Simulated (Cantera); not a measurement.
**Thermodynamics of sublimation and decomposition of ceramics, feed SiO₂ + Si + H₂**

Feed: 1 mol SiO₂, 0.004 mol Si, a varied amount of H₂, at 1000 Pa.

Method: chemical equilibrium by Gibbs-energy minimisation in Cantera with the NASA 1993 tables (ideal gas, pure condensed phases). Candidate condensed phases: H₂O, Si, SiO₂; 18 gas species. The tables hold silica as quartz up to 1696 K and as liquid above; real silica turns to tridymite and cristobalite and melts near 1996 K. The numbers say what is thermodynamically allowed, not how fast it happens.

Stable condensed phases:

```
T in °C \ n(H₂) in mol
         0.64 0.97  1.3  1.6    2  2.3  2.7    3  3.3  3.7    4  4.3
   2427     A    A    A    A    A    A    A    A    A    A    A    A
   2352     A    A    A    A    A    A    A    A    A    A    A    A
   2277     A    A    A    A    A    A    A    A    A    A    A    A
   2202     B    A    A    A    A    A    A    A    A    A    A    A
   2127     B    B    A    A    A    A    A    A    A    A    A    A
   2052     B    B    B    B    A    A    A    A    A    A    A    A
   1977     B    B    B    B    B    B    A    A    A    A    A    A
   1902     B    B    B    B    B    B    B    B    B    A    A    A
   1827     B    B    B    B    B    B    B    B    B    B    B    B
   1752     B    B    B    B    B    B    B    B    B    B    B    B
   1677     B    B    B    B    B    B    B    B    B    B    B    B
```

A: gas only; B: SiO₂.
